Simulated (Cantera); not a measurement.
## Thermodynamics of metals in furnace atmospheres, feed Cu + NH3 + N2

Input: 1 mol Cu, 0.21 mol NH3, 23 mol N2, held at 450 °C and 0.840 bar.

These are equilibrium values from Cantera (NASA tables, ideal gas, pure condensed phases), not measurements of a reactor. Candidate condensed phases: Cu; 11 gas species. Equilibrium is a limit: real reactors are often held back by kinetics, nucleation or transport.

x(N2): 0.987
x(H2): 0.0134
x(NH3): 9.11e-6
n(Cu(s)): 1.00 mol
gas amount: 23.42 mol
